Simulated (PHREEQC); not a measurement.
Consider water at 25 °C and 300 atm with 2.4 mol LiCl, 0.039 mol K2SO4 and 0.26 mol MgCl2 per kg of water. Closed to the air; pH follows from the charge balance.

Equilibrium calculation in PHREEQC: Pitzer model, pitzer.dat.

```
quantity                      before    after
---------------------------  -------  -------
MgOH+ (mol/kgw)              4.00e-7  5.24e-7
HSO4- (mol/kgw)              1.78e-7  2.05e-7
SI of Sylvite (KCl)            -1.79    -1.73
SI of Epsomite (MgSO4:7H2O)    -2.29    -2.13
```

**Question.** What was changed between the two runs?
(A) K2SO4 from 0.039 to 0.078 mol/kgw
(B) diluted 2-fold with water
(C) MgCl2 from 0.26 to 0.39 mol/kgw
(D) LiCl from 2.4 to 2.16 mol/kgw
(E) MgCl2 from 0.26 to 0.52 mol/kgw

**Answer.** C, MgCl2 from 0.26 to 0.39 mol/kgw

Precipitation was switched off in this run. Under pressure, the constants of complexes without a molar volume in the database are unreliable.
